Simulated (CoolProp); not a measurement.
The numbers come from the reference Helmholtz-energy equation of state, Tillner-Roth 1997 in CoolProp.

### Question
For CH2F2 (R32), give the phase and the cv (kJ/(kg K)), isothermal compressibility (1/MPa) at 314.6 K and 12.5 MPa.

### Answer
- 314.6 K and 12.5 MPa: liquid; cv 0.963, isothermal compressibility 0.00558
